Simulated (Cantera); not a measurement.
Input: 1 mol SiF4, 0.34 mol N2, equilibrated at 1698 K and 26.3 Torr.

These are equilibrium values from Cantera (NASA tables, ideal gas, pure condensed phases), not measurements of a reactor. Candidate condensed phases: Si, Si3N4; 16 gas species. The tables' values for SiF3 are old estimates; treat these amounts as uncertain. Rates play no part.

Base state: SiF4 0.746, N2 0.254, F 3.14e-5, SiF3 3.14e-5 (mole fractions); condensed: gas only.

Problem. What changes in the equilibrium state with this change: temperature from 1698 K to 2050 K?

Solution. 
```tsv
species	before	after
SiF4	0.746	0.744
N2	0.254	0.253
F	3.14e-5	0.00127
SiF3	3.14e-5	0.00127
```

Problem. What changes in the equilibrium state with this change: 0.0011 mol Cl2 added?

Solution. 
```
species   before    after
-------  -------  -------
SiF4       0.746    0.745
N2         0.254    0.253
Cl             0  0.00163
F        3.14e-5  3.14e-5
SiF3     3.14e-5  3.15e-5
```
